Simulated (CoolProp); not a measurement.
A single-stage vapour-compression cycle with propane: evaporating at 195.15 K (dew point), condensing at 265.15 K (bubble point), superheat 8 K, subcooling 5 K, compressor efficiency 0.9, no pressure losses. Each further row changes one setting.

Values from CoolProp's reference Helmholtz-energy equation of state, Lemmon 2009.

```
case                              cooling COP  pressure ratio  discharge temperature (K)  refrigerating effect (kJ/kg)  volumetric capacity (kJ/m³)
--------------------------------  -----------  --------------  -------------------------  ----------------------------  ---------------------------
as stated                                1.94            24.8                      319.4                           325                          127
evaporating temperature 200.15 K         2.20      (withheld)                 (withheld)                           331                   (withheld)
condensing temperature 260.15 K          2.14      (withheld)                      313.0                           337                          132
subcooling 10 K                          2.01            24.8                      319.4                           337                          132
superheat 18 K                     (withheld)            24.8                      330.6                           338                   (withheld)
compressor efficiency 0.8          (withheld)            24.8                      330.7                           325                          127
```

### Question
Some entries are withheld; supply them.

### Answer

- evaporating temperature 200.15 K, pressure ratio: 18.1
- evaporating temperature 200.15 K, discharge temperature (K): 313.6
- evaporating temperature 200.15 K, volumetric capacity (kJ/m³): 174
- condensing temperature 260.15 K, pressure ratio: 21.0
- superheat 18 K, cooling COP: 1.93
- superheat 18 K, volumetric capacity (kJ/m³): 126
- compressor efficiency 0.8, cooling COP: 1.73
